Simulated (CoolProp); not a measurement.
Properties of n-perfluorohexane at several states (Tc = 448.0 K, pc = 1742 kPa, ω = 0.497).

Computed with CoolProp (reference Helmholtz-energy equation of state, Gao 2022).

```
T (K)  p (kPa)   phase  density (kg/m³)  cp (kJ/(kg K))  cv (kJ/(kg K))  expansivity (1/kK)
-----  -------  ------  ---------------  --------------  --------------  ------------------
376.8     5830  liquid                ?               ?          0.9502               2.169
238.7     2320  liquid                ?               ?          0.7614                   ?
446       11.5     gas            1.051           1.004          0.9787               2.261
390.3       78     gas                ?               ?          0.9200               2.806
206.2     53.1  liquid             1933          0.9047          0.7068               1.465
```

Q: Some entries are withheld; supply them.

A: 
- 376.8, density (kg/m³): 1474
- 376.8, cp (kJ/(kg K)): 1.144
- 238.7, density (kg/m³): 1849
- 238.7, cp (kJ/(kg K)): 0.9526
- 238.7, expansivity (1/kK): 1.469
- 390.3, density (kg/m³): 8.342
- 390.3, cp (kJ/(kg K)): 0.9480
